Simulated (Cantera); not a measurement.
**Moist CO burnout**

An isothermal, constant-pressure homogeneous reactor starts with CO : O2 : H2O : N2 = 0.003 : 0.0037 : 0.00051 : 1 (molar parts), equivalence ratio 0.41, at 950 K and 1.01 bar.

Computed with Cantera and GRI-Mech 3.0 (53 species, 325 reactions).

| t (s) | x CO | x O2 | x H2O | x NO | x O | x N2O |
|---|---|---|---|---|---|---|
| 6.00e-5 | 0.00298 | 0.00367 | 0.000506 | <1e-12 | <1e-12 | <1e-12 |
| 0.000294 | 0.00298 | 0.00367 | 0.000506 | <1e-12 | 1.03e-12 | <1e-12 |
| 0.00144 | 0.00298 | 0.00367 | 0.000506 | <1e-12 | 4.91e-12 | <1e-12 |
| 0.00707 | 0.00298 | 0.00367 | 0.000506 | <1e-12 | 2.12e-11 | <1e-12 |
| 0.0346 | 0.00298 | 0.00367 | 0.000506 | <1e-12 | 6.24e-11 | <1e-12 |
| 0.170 | 0.00298 | 0.00367 | 0.000506 | <1e-12 | 1.33e-10 | 1.39e-12 |
| 0.832 | 0.00298 | 0.00367 | 0.000506 | <1e-12 | 2.38e-9 | 5.12e-11 |
| 4.08 | 0.00291 | 0.00364 | 0.000505 | 1.27e-12 | 4.58e-8 | 1.09e-8 |
| 20.0 | 0.00242 | 0.00339 | 0.000503 | 6.80e-11 | 5.10e-8 | 8.28e-8 |
x: mole fraction; the columns are a selection and need not sum to one.

Equilibrium at this temperature and pressure: CO <1e-12, O2 0.00219, H2O 0.000507, NO 2.02e-6, O 1.49e-12, N2O 1.98e-10 (gas phase only).
